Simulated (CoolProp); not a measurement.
Saturation properties of hydrogen chloride (Tc = 324.7 K, pc = 8314 kPa, ω = 0.130).

Values from CoolProp's reference Helmholtz-energy equation of state, Thol 2018.

| T (K) | p (kPa) | liquid density (kg/m³) | vapour density (kg/m³) |
|---|---|---|---|
| 239.7 | 961.4 | 1044 | (withheld) |
| 248.6 | 1284 | 1016 | 26.93 |
| 257.5 | 1681 | 986.0 | 35.34 |
| 266.5 | 2168 | 953.5 | 46.03 |
| 275.4 | (withheld) | 918.7 | (withheld) |
| 284.3 | 3428 | (withheld) | 76.49 |
| 293.3 | 4242 | 836.1 | 99.12 |
| 302.2 | (withheld) | 784.7 | 129.7 |
| 311.1 | 6279 | 719.4 | 174.9 |

**Question.** Some entries are withheld; supply them.

**Answer.** 
- 239.7, vapour density (kg/m³): 20.25
- 275.4, p (kPa): 2745
- 275.4, vapour density (kg/m³): 59.40
- 284.3, liquid density (kg/m³): 880.2
- 302.2, p (kPa): 5183

It boils at 188.2 K under 1 atm.
